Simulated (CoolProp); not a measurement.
Saturated liquid density (kg/m³) of sulfur dioxide: the reference equation beside estimates from Tc = 157.5 °C, pc = 78.87 bar, ω = 0.256. Rackett uses Z = 0.29056 − 0.08775 ω.

Values from CoolProp's reference Helmholtz-energy equation of state, Gao 2016.

```csv
T (°C),reference,Rackett,van der Waals,Redlich-Kwong,Soave-Redlich-Kwong,Peng-Robinson
-40.45,1540,1511,903.7,1338,1371,1544
-32.25,1519,1492,893.2,1320,1355,1528
-23.95,1498,1472,882.3,1302,1339,1510
-15.65,1476,1452,871.0,1282,1322,1491
-7.35,1455,1432,859.5,1263,1303,1472
0.85,1433,1411,847.7,1242,1285,1452
9.15,1411,1390,835.4,1221,1265,1430
17.45,1388,1368,822.7,1198,1244,1408
25.65,1365,1346,809.7,1175,1222,1384
33.95,1341,1323,796.1,1151,1200,1359
42.25,1317,1299,781.9,1126,1175,1332
50.55,1291,1274,767.2,1099,1150,1304
```

Absolute difference from the reference over all 12 rows, mean and median: Rackett 1.5 and 1.5 %, van der Waals 40.9 and 40.8 %, Redlich-Kwong 13.6 and 13.4 %, Soave-Redlich-Kwong 10.6 and 10.5 %, Peng-Robinson 1.1 and 1.2 %.
